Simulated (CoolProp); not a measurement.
Computed with CoolProp (reference Helmholtz-energy equation of state, Lemmon 2006). It is a short technical equation, of lower accuracy than the large ones.

**Question.** Give the vapour pressure (bar), vapour Z, liquid viscosity (µPa s) of saturated C2F6 (R116) at 215.7, 221.1, 242.4 K.

**Answer.** 
```csv
T (K),p (bar),vapour Z,liquid viscosity (µPa s)
215.7,2.72,0.909,295
221.1,3.41,0.894,269
242.4,7.44,0.816,189
```

Viscosity comes from a separate model (Huber 2003), an estimate that may be off by 10 % or more.
